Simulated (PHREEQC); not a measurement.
1 kg of water holding 0.0036 mol Na2SO4, 0.005 mol NaCl, 0.2 mol K2SO4 and 0.0042 mol MgSO4 is evaporated at 60 °C; the solids stay in contact with the brine. The system is closed to CO2. Only these solids could form: Arcanite, Bischofite, Bloedite, Brucite, Carnallite, Epsomite, Glaserite, Halite, Hexahydrite, Kainite, Kieserite, Leonite, Mirabilite, Misenite, Schoenite, Sylvite, Thenardite, MgCl2_4H2O.

Model: Pitzer model, pitzer.dat, run in PHREEQC.

Task: Predict ionic strength, Arcanite (mol) at water left (kg) = 0.05275, 0.01979, 0.005012.

Result: 
| water left (kg) | ionic strength | Arcanite (mol) |
|---|---|---|
| 0.05275 | 3.53 | 0.149 |
| 0.01979 | 4.66 | 0.180 |
| 0.005012 | 7.71 | 0.184 |

Complexes and solids missing from the database can't appear. Away from 25 °C the constants follow the database's enthalpies or fits; those with neither stay at their 25 °C values.
